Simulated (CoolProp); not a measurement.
Vapour pressure (kPa) of R152A: the reference equation beside estimates from Tc = 113.3 °C, pc = 4517 kPa, ω = 0.275.

Computed with CoolProp (reference Helmholtz-energy equation of state, Outcalt 1996). It is a modified Benedict-Webb-Rubin equation, recast in Helmholtz form.

| T (°C) | reference | Lee-Kesler | van der Waals | Peng-Robinson |
|---|---|---|---|---|
| -61.55 | 13.58 | 12.67 | 226.7 | 13.54 |
| -49.15 | 28.78 | 27.41 | 320.7 | 28.63 |
| -36.75 | 55.68 | 53.96 | 438.6 | 55.36 |
| -24.35 | 99.86 | 98.16 | 582.8 | 99.31 |
| -11.95 | 168.1 | 167.1 | 755.8 | 167.3 |
| 0.45 | 268.3 | 268.7 | 959.6 | 267.4 |
| 12.85 | 409.3 | 412.0 | 1196 | 408.5 |
| 25.35 | 602.6 | 608.2 | 1470 | 602.5 |
| 37.75 | 855.9 | 864.2 | 1778 | 857.4 |
| 50.15 | 1182 | 1192 | 2124 | 1186 |
| 62.55 | 1593 | 1604 | 2509 | 1602 |

Absolute difference from the reference over all 11 rows, mean and median: Lee-Kesler 1.9 and 0.9 %, van der Waals 449.4 and 257.7 %, Peng-Robinson 0.4 and 0.3 %.
